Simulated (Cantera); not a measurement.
Feed: 1 mol n-butane, 0.7 mol H2O, at 28.0 mbar.

Cantera equilibrium calculation (NASA polynomials, part measured and part estimated; ideal gas, pure solids and liquids). Candidate condensed phases: C, C6H6, C7H8, C8H18, H2O; 110 gas species. Rates play no part.

At 2150 °C, list the 6 most abundant gas species with their mole fractions, and the condensed phases.

H2 0.795, CO 0.104, H 0.0945, C2H2 (acetylene) 0.00615, C2H 4.43e-5, C4H2 1.96e-5. Condensed: C(graphite).
